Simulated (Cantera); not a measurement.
Input (Python, Cantera) and output of one run.

```python
import numpy as np
import cantera as ct

gas_names = [...]  # 110 gases of nasa_gas.yaml made of C, H, O
cond_names = """
    C(gr) C6H6(L) C7H8(L) C8H18(L),n-octa H2O(s) H2O(L)
""".split()


# ... load() reads the species with a 1 bar reference pressure and builds the phases ...
atoms = {
    'C2H4': {'C': 2, 'H': 4},
    'CO2': {'C': 1, 'O': 2},
    'H2': {'H': 2},
}
top_T = {'C(gr)': 4500}  # K; cautious upper limits of use, not melting points


# ... equilibrate(T, P, feed) seeds the gas with the atoms and calls Mixture.equilibrate('TP', solver="vcs", rtol=1e-11, max_steps=5000) ...
results = []
feed = {'C2H4': 1, 'CO2': 1, 'H2': 38}  # mol
P = 10000  # Pa
for T in [973, 1173, 1373, 1573, 1773, 1973, 2173, 2373, 2573, 2773, 2973]:
    mix = equilibrate(T, P, feed)
    results.append((T, P, feed, dict(zip(mix.species_names, mix.species_moles))))
    x = sorted(zip(gas.X, gas.species_names), reverse=True)
    print(f"T = {T:g} K  P = {P:g} Pa  gas = {mix.phase_moles(0):.4g} mol")
    print("   x: " + "  ".join(f"{s} {v:.3e}" for v, s in x if v > 0.001))
    print("   condensed (mol): " + ("  ".join(f"{mix.phase(i).name} {mix.phase_moles(i):.4g}"
          for i in range(1, mix.n_phases) if mix.phase_moles(i) > 1e-12) or "none"))
```

Result:

```
T = 973 K  P = 10000 Pa  gas = 41.41 mol
   x: H2 9.405e-01  CO 4.524e-02  CH4 1.137e-02  H2O 2.646e-03
   condensed (mol): C(gr) 0.6473
T = 1173 K  P = 10000 Pa  gas = 41.92 mol
   x: H2 9.505e-01  CO 4.754e-02  CH4 1.758e-03
   condensed (mol): C(gr) 0.9333
T = 1373 K  P = 10000 Pa  gas = 41.98 mol
   x: H2 9.519e-01  CO 4.762e-02
   condensed (mol): C(gr) 0.9816
T = 1573 K  P = 10000 Pa  gas = 42 mol
   x: H2 9.521e-01  CO 4.762e-02
   condensed (mol): C(gr) 0.9915
T = 1773 K  P = 10000 Pa  gas = 42.02 mol
   x: H2 9.513e-01  CO 4.760e-02
   condensed (mol): C(gr) 0.9856
T = 1973 K  P = 10000 Pa  gas = 42.09 mol
   x: H2 9.477e-01  CO 4.752e-02  H 4.154e-03
   condensed (mol): C(gr) 0.947
T = 2173 K  P = 10000 Pa  gas = 42.31 mol
   x: H2 9.359e-01  CO 4.727e-02  H 1.476e-02  C2H2,acetylene 2.065e-03
   condensed (mol): C(gr) 0.8234
T = 2373 K  P = 10000 Pa  gas = 42.9 mol
   x: H2 9.057e-01  CO 4.662e-02  H 4.203e-02  C2H2,acetylene 5.572e-03
   condensed (mol): C(gr) 0.5166
T = 2573 K  P = 10000 Pa  gas = 44.21 mol
   x: H2 8.437e-01  H 9.978e-02  CO 4.524e-02  C2H2,acetylene 1.103e-02
   condensed (mol): none
T = 2773 K  P = 10000 Pa  gas = 46.75 mol
   x: H2 7.438e-01  H 2.027e-01  CO 4.278e-02  C2H2,acetylene 1.008e-02
   condensed (mol): none
T = 2973 K  P = 10000 Pa  gas = 51.11 mol
   x: H2 5.965e-01  H 3.547e-01  CO 3.913e-02  C2H2,acetylene 8.252e-03
   condensed (mol): none
```

Equilibrium computed with Cantera from the NASA thermochemical tables; the gas is ideal and each condensed phase is pure.
